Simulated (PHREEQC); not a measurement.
Solution (25 °C): 1 mmol/kgw MgCl2, 0.016 mmol/kgw CO2 and 0.68 mmol/kgw NaCl. Closed to the air; pH follows from the charge balance.

All values are PHREEQC results (Pitzer model, pitzer.dat), not measurements.

Precipitation was switched off in this run.

Task: What pH does the model give?

Result: pH 5.61.

Task: In which forms is C present?

Result: CO2 84 %, HCO3- 16 % of the C.
